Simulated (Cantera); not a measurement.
## Pyrogenic steam for wet oxidation

An isothermal, constant-pressure homogeneous reactor starts with H2 : O2 : N2 = 1.4 : 1 : 2.2 (molar parts), at 1375 K and 0.276 atm.

Computed with Cantera and the H2/O2 subset of GRI-Mech 3.0, which has no nitrogen chemistry. The temperature is held fixed by assumption; the heat of reaction is taken as removed at once.

```csv
t (s),x H2,x O2,x H,x H2O2,x H2O
0.000600,0.00452,0.0775,0.00225,2.28e-6,0.349
0.00134,0.000818,0.0768,0.000161,9.40e-7,0.357
0.00298,0.000151,0.0768,1.31e-5,3.35e-7,0.358
0.00664,3.49e-5,0.0768,1.56e-6,1.22e-7,0.359
0.0148,1.03e-5,0.0769,2.66e-7,4.79e-8,0.359
0.0329,3.69e-6,0.0769,5.96e-8,2.04e-8,0.359
0.0734,1.59e-6,0.0769,1.73e-8,9.79e-9,0.359
0.164,9.13e-7,0.0769,7.57e-9,5.94e-9,0.359
0.364,7.62e-7,0.0769,5.76e-9,5.03e-9,0.359
0.812,7.53e-7,0.0769,5.66e-9,4.98e-9,0.359
1.81,7.53e-7,0.0769,5.66e-9,4.98e-9,0.359
4.03,7.53e-7,0.0769,5.66e-9,4.98e-9,0.359
8.98,7.53e-7,0.0769,5.66e-9,4.98e-9,0.359
20.0,7.53e-7,0.0769,5.66e-9,4.98e-9,0.359
```
x: mole fraction; the columns are a selection and need not sum to one.

Equilibrium at this temperature and pressure: H2 7.53e-7, O2 0.0769, H 5.66e-9, H2O2 4.98e-9, H2O 0.359 (gas phase only).
